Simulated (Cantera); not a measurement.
**Equilibrium for halide evaporation, hydrolysis and transport: CsCl + H₂O + H₂**

Feed: 1 mol CsCl, 6 mol H₂O, 22 mol H₂, held at 15.0 Torr.

These are equilibrium values from Cantera (NASA tables, ideal gas, pure condensed phases), not measurements of a reactor. Candidate condensed phases: Cs, CsCl, CsOH, H₂O; 22 gas species. Equilibrium is a limit: real reactors are often held back by kinetics, nucleation or transport.

From 1025 K to 1825 K nothing is condensed. The main Cs-bearing gas is CsCl throughout.

```tsv
T (K)	x H₂	x H₂O	x CsCl	x Cs₂Cl₂	x HCl
1025	0.762	0.208	0.0244	0.00509	3.80e-5
1125	0.760	0.207	0.0317	0.00139	9.10e-5
1225	0.759	0.207	0.0336	0.000346	0.000181
1325	0.759	0.207	0.0340	9.84e-5	0.000329
1425	0.758	0.207	0.0338	3.27e-5	0.000568
1525	0.758	0.206	0.0335	1.24e-5	0.000937
1625	0.757	0.206	0.0330	5.24e-6	0.00148
1725	0.756	0.206	0.0322	2.41e-6	0.00223
1825	0.754	0.206	0.0311	1.18e-6	0.00324
```
x: gas mole fraction; nothing condenses.
